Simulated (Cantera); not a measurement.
Input: 1 mol Cr2O3, 0.37 mol H2, equilibrated at 800 K and 14.3 Torr.

Cantera equilibrium calculation (NASA polynomials, part measured and part estimated; ideal gas, pure solids and liquids). Candidate condensed phases: Cr, Cr2O3, H2O; 13 gas species. Kinetics and transport are ignored.

Question: What is the equilibrium state?

Answer: 
| Quantity | Result |
|---|---|
| x(H2) | 1.00 |
| n(Cr2O3(s)) | 1.00 mol |
| gas amount | 0.3700 mol |
